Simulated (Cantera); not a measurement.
A Cantera script and what it prints.

```python
import numpy as np
import cantera as ct

gas_names = [...]  # 113 gases of nasa_gas.yaml made of C, H, O, Ti
cond_names = """
    C(gr) C6H6(L) C7H8(L) C8H18(L),n-octa H2O(s) H2O(L) Ti(a) Ti(b) Ti(L) TiC(s) TiC(L) TiO(a) TiO(b)
    TiO(L) TiO2(ru) TiO2(L) Ti2O3(a) Ti2O3(b) Ti2O3(L) Ti3O5(a) Ti3O5(b) Ti3O5(L) Ti4O7(s) Ti4O7(L)
""".split()


# ... load() reads the species with a 1 bar reference pressure and builds the phases ...
atoms = {
    'Ti(OiPr)4': {'Ti': 1, 'C': 12, 'H': 28, 'O': 4},
    'H2O': {'H': 2, 'O': 1},
    'C3H8': {'C': 3, 'H': 8},
}
top_T = {'C(gr)': 4500}  # K; cautious upper limits of use, not melting points


# ... equilibrate(T, P, feed) seeds the gas with the atoms and calls Mixture.equilibrate('TP', solver="vcs", rtol=1e-11, max_steps=5000) ...
results = []
feed = {'Ti(OiPr)4': 1, 'H2O': 11, 'C3H8': 0.11}  # mol
T = 1900  # K
P = 6400  # Pa
mix = equilibrate(T, P, feed)
results.append((T, P, feed, dict(zip(mix.species_names, mix.species_moles))))
print(gas.report(threshold=1e-06))
for i in range(1, mix.n_phases):
    print(f"{mix.phase(i).name:16s} {mix.phase_moles(i):12.5e} mol")
```

Result:

```
       temperature   1900 K
          pressure   6400 Pa
           density   0.0044211 kg/m^3
  mean mol. weight   10.913 kg/kmol
   phase of matter   gas

                          1 kg             1 kmol
                     ---------------   ---------------
          enthalpy        8.4191e+05        9.1877e+06  J
   internal energy       -6.0568e+05       -6.6098e+06  J
           entropy             22052        2.4065e+05  J/K
    Gibbs function       -4.1057e+07       -4.4805e+08  J
 heat capacity c_p            3209.7             35028  J/K
 heat capacity c_v            2447.8             26713  J/K

                      mass frac. Y      mole frac. X     chem. pot. / RT
                     ---------------   ---------------   ---------------
                CO           0.82962           0.32323           -38.404
               CO2          0.011336          0.002811           -64.949
                 H        0.00023318         0.0025245           -11.251
                H2           0.11966           0.64772           -22.501
               H2O          0.039144          0.023712           -49.046
                OH        1.1831e-05        7.5917e-06           -37.796
     [ +107 minor]        2.9088e-06        4.5216e-07

C(gr)             0.00000e+00 mol
Ti(b)             0.00000e+00 mol
TiC(s)            0.00000e+00 mol
TiO(b)            0.00000e+00 mol
TiO2(ru)          0.00000e+00 mol
Ti2O3(b)          0.00000e+00 mol
Ti3O5(b)          3.33328e-01 mol
Ti4O7(s)          0.00000e+00 mol
```

These are equilibrium values from Cantera (NASA tables, ideal gas, pure condensed phases), not measurements of a reactor. The feed counts by its element totals alone.
